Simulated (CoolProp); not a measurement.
Properties of dodecamethylcyclohexasiloxane (D6) along the isobar 0.434 MPa (Tc = 645.8 K, pc = 0.9614 MPa, ω = 0.736).

Computed with CoolProp (reference Helmholtz-energy equation of state, Colonna 2008). It is a short technical equation, of lower accuracy than the large ones.

```csv
T (K),phase,density (kg/m³),cv (kJ/(kg K)),speed of sound (m/s),expansivity (1/kK)
297.7,liquid,969.8,1.423,669.9,1.127
301.6,liquid,965.5,1.429,663.5,1.132
305.6,liquid,961.1,1.435,657.1,1.137
309.5,liquid,956.9,1.441,650.8,1.143
313.4,liquid,952.6,1.447,644.5,1.148
317.4,liquid,948.2,1.454,638.1,1.154
321.3,liquid,944.0,1.460,631.9,1.161
325.3,liquid,939.6,1.467,625.6,1.167
329.2,liquid,935.3,1.474,619.4,1.173
333.2,liquid,930.9,1.481,613.1,1.180
337.1,liquid,926.6,1.488,607.0,1.187
341,liquid,922.3,1.495,600.9,1.194
345,liquid,917.9,1.503,594.6,1.201
348.9,liquid,913.6,1.510,588.6,1.209
352.9,liquid,909.2,1.517,582.4,1.217
```
